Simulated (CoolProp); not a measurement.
Ammonia along the isotherm 725 K: density (kg/m³) from the reference equation and from simpler models built on Tc = 405.6 K, pc = 113.6 bar, ω = 0.256; each cubic takes its own stable root.

Model: reference Helmholtz-energy equation of state, Gao 2020, in CoolProp.

```
p (bar)          phase  reference
-------  -------------  ---------
43.7               gas      12.51
87.4               gas      25.33
131      supercritical      38.41
175      supercritical      51.86
219      supercritical      65.50
262      supercritical      78.97
306      supercritical      92.83
350      supercritical      106.7
393      supercritical      120.2
437      supercritical      133.9
481      supercritical      147.5
524      supercritical      160.5
568      supercritical      173.5
```

### Question
How far does each simpler model (van der Waals, Redlich-Kwong, Soave-Redlich-Kwong, Peng-Robinson) lie from the reference over these 13 states: mean and median of the absolute difference, and the worst?

### Answer
- van der Waals: mean 5.0 %, median 5.6 %, worst +7.6 % at 725 K and 350 bar
- Redlich-Kwong: mean 1.6 %, median 1.7 %, worst +2.5 % at 725 K and 306 bar
- Soave-Redlich-Kwong: mean 6.0 %, median 6.1 %, worst -11.3 % at 725 K and 568 bar
- Peng-Robinson: mean 2.9 %, median 2.7 %, worst -6.7 % at 725 K and 568 bar
